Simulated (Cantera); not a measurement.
What does this Cantera script print?

```python
import numpy as np
import cantera as ct

gas_names = """
    N NO NO2 NO3 N2 N2O O O2 O3 Si SiN SiO SiO2 Si2 Si2N Si3
""".split()
cond_names = """
    Si(cr) Si(L) SiO2(Lqz) SiO2(hqz) SiO2(L) Si2N2O(s) Si3N4(a)
""".split()


# ... load() reads the species with a 1 bar reference pressure and builds the phases ...
atoms = {
    'Si3N4': {'Si': 3, 'N': 4},
    'O2': {'O': 2},
    'N2': {'N': 2},
}
top_T = {'Si2N2O(s)': 2100, 'Si3N4(a)': 2400}  # K; cautious upper limits of use, not melting points


# ... equilibrate(T, P, feed) seeds the gas with the atoms and calls Mixture.equilibrate('TP', solver="vcs", rtol=1e-11, max_steps=5000) ...
results = []
feed = {'Si3N4': 1, 'O2': 0.24, 'N2': 9.9}  # mol
P = 29  # Pa
for T in [923, 1023, 1123, 1223, 1323, 1423, 1523, 1623, 1723, 1823, 1923, 2023]:
    mix = equilibrate(T, P, feed)
    results.append((T, P, feed, dict(zip(mix.species_names, mix.species_moles))))

top = {s: max(r[3][s] / sum(r[3][g] for g in gas_names) for r in results) for s in gas_names}
cols = sorted((s for s in top if top[s] > 0.0001), key=lambda s: -top[s])[:9]
seen = [c for c in cond_names if any(r[3].get(c, 0) > 1e-12 for r in results)]
print("log10 of partial pressures in bar; condensed amounts in mol")
print(f"{'T/K':>10s}" + "".join(f"{s[:9]:>10s}" for s in cols + seen))
for T, P, feed, n in results:
    ng = sum(n[g] for g in gas_names)
    print(f"{T:10.4g}" + "".join(f"{np.log10(max(n[s] / ng * P / 1e5, 1e-99)):10.3f}" for s in cols)
          + "".join(f"{n.get(c, 0):10.4g}" for c in seen))
```

Result:

```
log10 of partial pressures in bar; condensed amounts in mol
       T/K        N2        Si       SiO       Si2      Si2N       SiN       Si3    Si(cr)     Si(L) Si2N2O(s)  Si3N4(a)
       923    -3.538   -23.621   -19.033   -35.376   -29.807   -23.548   -42.934         0         0      0.48      0.68
      1023    -3.538   -19.766   -15.783   -29.392   -24.880   -20.133   -35.335         0         0      0.48      0.68
      1123    -3.538   -16.603   -13.121   -24.482   -20.839   -17.331   -29.104         0         0      0.48      0.68
      1223    -3.538   -13.961   -10.901   -20.383   -17.467   -14.992   -23.906         0         0      0.48      0.68
      1323    -3.538   -11.723    -9.023   -16.912   -14.613   -13.012   -19.507         0         0      0.48      0.68
      1423    -3.538    -9.804    -7.414   -13.936   -12.166   -11.313   -15.738         0         0    0.4787    0.6804
      1523    -3.539    -8.138    -6.021   -11.356   -10.047    -9.841   -12.472         0         0    0.4468     0.691
      1623    -3.555    -6.806    -4.949    -9.348    -8.450    -8.685    -9.990     2.513         0         0         0
      1723    -3.556    -6.007    -4.951    -8.332    -7.791    -8.036    -8.936         0     2.476         0         0
      1823    -3.562    -5.355    -4.956    -7.544    -7.323    -7.518    -8.172         0      2.32         0         0
      1923    -3.582    -4.770    -4.976    -6.839    -6.912    -7.063    -7.491         0     1.717         0         0
      2023    -3.634    -4.323    -5.028    -6.361    -6.717    -6.748    -7.113         0         0         0         0
```

Cantera equilibrium calculation (NASA polynomials, part measured and part estimated; ideal gas, pure solids and liquids). Mutual solubility and eutectic melting of coexisting phases are not modelled. The tables' values for SiN are old estimates; treat these amounts as uncertain.
